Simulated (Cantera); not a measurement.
An isothermal, constant-pressure homogeneous reactor starts with 0.976 % H₂, 99.0 % O₂, equivalence ratio 0.0049, at 1200 K and 180 Pa.

Cantera simulation using GRI-Mech 3.0 (53 species, 325 reactions); the numbers are that mechanism's predictions, not measurements. Radical loss at walls, strong at low pressure, is not modelled.

Q: Predict: x(H₂) at 2.00 s; x(O₂) at 2.00 s; x(HO₂) at 2.00 s; x(H₂O) at 2.00 s; x(H) at 2.00 s; x(O) at 2.00 s; x(H₂O₂) at 2.00 s.

A: 
```
Item                                                   Value
-----------------  -----------------------------------------
x(H₂) at 2.00 s      3.41e-5 (gas-phase equilibrium 2.97e-9)
x(O₂) at 2.00 s          0.983 (gas-phase equilibrium 0.990)
x(HO₂) at 2.00 s     1.12e-7 (gas-phase equilibrium 2.77e-9)
x(H₂O) at 2.00 s     0.00921 (gas-phase equilibrium 0.00981)
x(H) at 2.00 s     0.000329 (gas-phase equilibrium 2.55e-10)
x(O) at 2.00 s       0.00712 (gas-phase equilibrium 5.92e-7)
x(H₂O₂) at 2.00 s   2.48e-9 (gas-phase equilibrium 9.92e-12)
```
